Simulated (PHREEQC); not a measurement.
Solution (25 °C): 0.08 mmol/kgw Ca(HCO3)2. Closed to the air; pH follows from the charge balance.

Equilibrium calculation in PHREEQC: ion-association model, wateq4f.dat.

Each row changes one thing in this solution. This is a speciation only: nothing precipitates in the calculation.

| case | pH | ionic strength (mol/kgw) | CO2 (mol/kgw) | CO3-2 (mol/kgw) |
|---|---|---|---|---|
| as made | 8.13 | 0.000240 | 2.54e-6 | 1.05e-6 |
| Ca(HCO3)2 from 8e-05 to 0.0004 mol/kgw | 8.19 | 0.00119 | 1.09e-5 | 6.28e-6 |
| Ca(HCO3)2 replaced by CO2 at the same molality | 5.24 | 5.76e-6 | 7.42e-5 | 4.74e-11 |
| Ca(HCO3)2 from 8e-05 to 1.6e-05 mol/kgw | 7.89 | 4.81e-5 | 8.90e-7 | 1.16e-7 |
| 9e-06 mol/kgw HNO3 added | 7.54 | 0.000240 | 9.61e-6 | 2.56e-7 |
| Ca(HCO3)2 from 8e-05 to 0.00016 mol/kgw | 8.18 | 0.000480 | 4.49e-6 | 2.40e-6 |
| 6.2e-06 mol/kgw CaSO4 added | 8.13 | 0.000265 | 2.55e-6 | 1.05e-6 |
